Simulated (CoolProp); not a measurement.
Vapour-liquid equilibrium of isobutane (1) + n-butane (2) at 0.00258 MPa; x and y are mole fractions of (1).

Model: multi-fluid Helmholtz-energy mixture model, Bücker 2006 and Bücker 2006; pair parameters Kunz 2012, in CoolProp.

Q: Give the bubble temperature and the first vapour's composition at x = 0.2, 0.35, 0.95. Is there an azeotrope?

A: x = 0.2: 201.4 K, y = 0.330; x = 0.35: 199.9 K, y = 0.515; x = 0.95: 195.1 K, y = 0.974. No azeotrope shows between x = 0.05 and 0.95.

The pair parameters rest on a limited set of measurements; away from them the model extrapolates.
